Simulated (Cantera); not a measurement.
**Premixed flame**

A freely propagating, adiabatic, planar premixed flame of 39.4 % H₂, 14.1 % O₂, 46.5 % N₂, equivalence ratio 1.4, unburnt at 600 K and 14000 Pa; mixture-averaged transport, grid criteria slope 0.08 and curve 0.16, no radiation.

Computed with Cantera and the H2/O2 subset of GRI-Mech 3.0, which has no nitrogen chemistry. Burning velocities carry a grid error of a few per cent, more on coarse grids.

```json
[
 {"z (mm)": "-16.8", "T (K)": "600", "u (m/s)": "7.32", "x H₂": "0.394", "x O₂": "0.141", "x HO₂": "<1e-8", "x H": "<1e-8", "x O": "<1e-8", "x H₂O₂": "<1e-8"},
 {"z (mm)": "-11.2", "T (K)": "600", "u (m/s)": "7.32", "x H₂": "0.394", "x O₂": "0.141", "x HO₂": "<1e-8", "x H": "<1e-8", "x O": "<1e-8", "x H₂O₂": "<1e-8"},
 {"z (mm)": "-8.42", "T (K)": "600", "u (m/s)": "7.32", "x H₂": "0.394", "x O₂": "0.141", "x HO₂": "<1e-8", "x H": "<1e-8", "x O": "<1e-8", "x H₂O₂": "<1e-8"},
 {"z (mm)": "-5.62", "T (K)": "600", "u (m/s)": "7.32", "x H₂": "0.394", "x O₂": "0.141", "x HO₂": "3.69e-7", "x H": "2.45e-7", "x O": "<1e-8", "x H₂O₂": "<1e-8"},
 {"z (mm)": "-2.81", "T (K)": "607", "u (m/s)": "7.41", "x H₂": "0.393", "x O₂": "0.141", "x HO₂": "5.13e-5", "x H": "0.000411", "x O": "8.01e-6", "x H₂O₂": "3.73e-7"},
 {"z (mm)": "-1.40", "T (K)": "725", "u (m/s)": "8.76", "x H₂": "0.370", "x O₂": "0.137", "x HO₂": "3.56e-5", "x H": "0.0113", "x O": "0.000268", "x H₂O₂": "5.85e-7"},
 {"z (mm)": "0", "T (K)": "1127", "u (m/s)": "13.2", "x H₂": "0.210", "x O₂": "0.0827", "x HO₂": "1.42e-5", "x H": "0.0916", "x O": "0.00764", "x H₂O₂": "5.61e-7"},
 {"z (mm)": "1.40", "T (K)": "1401", "u (m/s)": "16.2", "x H₂": "0.0993", "x O₂": "0.0196", "x HO₂": "3.22e-6", "x H": "0.133", "x O": "0.0113", "x H₂O₂": "5.94e-7"},
 {"z (mm)": "2.81", "T (K)": "1512", "u (m/s)": "17.4", "x H₂": "0.0960", "x O₂": "0.0137", "x HO₂": "2.00e-6", "x H": "0.125", "x O": "0.0111", "x H₂O₂": "4.92e-7"},
 {"z (mm)": "5.62", "T (K)": "1644", "u (m/s)": "18.7", "x H₂": "0.103", "x O₂": "0.0119", "x HO₂": "1.50e-6", "x H": "0.109", "x O": "0.0105", "x H₂O₂": "3.27e-7"},
 {"z (mm)": "11.2", "T (K)": "1797", "u (m/s)": "20.3", "x H₂": "0.109", "x O₂": "0.00990", "x HO₂": "1.08e-6", "x H": "0.0914", "x O": "0.00931", "x H₂O₂": "1.79e-7"},
 {"z (mm)": "22.5", "T (K)": "1961", "u (m/s)": "21.8", "x H₂": "0.115", "x O₂": "0.00770", "x HO₂": "7.64e-7", "x H": "0.0731", "x O": "0.00752", "x H₂O₂": "9.28e-8"},
 {"z (mm)": "44.9", "T (K)": "2124", "u (m/s)": "23.3", "x H₂": "0.119", "x O₂": "0.00549", "x HO₂": "5.51e-7", "x H": "0.0559", "x O": "0.00545", "x H₂O₂": "5.10e-8"}
]
```
x: mole fraction of selected species; z is measured from the peak of heat release.

* **laminar burning velocity**: 732 cm/s
* **thermal thickness**: 5.62 mm
* **peak x(HO₂)**: 5.18e-5
* **peak x(H)**: 0.133
* **peak x(O)**: 0.0114
* **peak x(H₂O₂)**: 6.98e-7
